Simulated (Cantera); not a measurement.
An adiabatic, constant-volume homogeneous reactor starts with CH4 : O2 : N2 = 1 : 2.86 : 10.7 (molar parts), equivalence ratio 0.70, at 1325 K and 2.37 atm.

Cantera simulation using GRI-Mech 3.0 (53 species, 325 reactions); the numbers are that mechanism's predictions, not measurements.

x: mole fraction; the columns are a selection and need not sum to one.

```
t (s)     T (K)  P (bar)   x CH4    x O2       x H     x HCN    x HO2       x O     x CH2
--------  -----  -------  ------  ------  --------  --------  -------  --------  --------
2.00e-6    1325     2.40  0.0687   0.196  2.02e-10    <1e-12  2.51e-8  1.11e-10    <1e-12
5.11e-6    1325     2.40  0.0687   0.196  2.25e-10    <1e-12  6.37e-8  1.47e-10    <1e-12
1.30e-5    1325     2.40  0.0687   0.196  2.86e-10    <1e-12  1.60e-7  2.39e-10    <1e-12
3.33e-5    1325     2.40  0.0687   0.196  4.70e-10    <1e-12  3.95e-7  5.12e-10    <1e-12
8.50e-5    1325     2.40  0.0687   0.196   1.18e-9    <1e-12  9.14e-7       [?]    <1e-12
0.000217   1325     2.40  0.0687   0.196   4.90e-9    <1e-12  1.71e-6       [?]  1.52e-12
0.000554   1325     2.40  0.0686   0.196   1.89e-8    <1e-12  2.33e-6       [?]  1.64e-11
0.00141    1329     2.41  0.0681   0.196   6.43e-8    <1e-12  6.23e-6       [?]  6.76e-11
0.00361    2767     5.10  <1e-12  0.0579   0.00214  1.55e-10  1.69e-5       [?]    <1e-12
0.00922    2750     5.06  <1e-12  0.0529   0.00200  2.62e-10  1.52e-5   0.00457    <1e-12
0.0235     2750     5.06  <1e-12  0.0529   0.00200  2.62e-10  1.52e-5   0.00457    <1e-12
0.0601     2750     5.06  <1e-12  0.0529   0.00200  2.62e-10  1.52e-5   0.00457    <1e-12
0.153      2750     5.06  <1e-12  0.0529   0.00200  2.62e-10  1.52e-5   0.00457    <1e-12
0.392      2750     5.06  <1e-12  0.0529   0.00200  2.62e-10  1.52e-5   0.00457    <1e-12
1.00       2750     5.06  <1e-12  0.0529   0.00200  2.62e-10  1.52e-5   0.00457    <1e-12
```

Q: Fill in the missing entries.

A: 
- 8.50e-5, x O: 1.51e-9
- 0.000217, x O: 6.29e-9
- 0.000554, x O: 2.18e-8
- 0.00141, x O: 5.21e-8
- 0.00361, x O: 0.00511
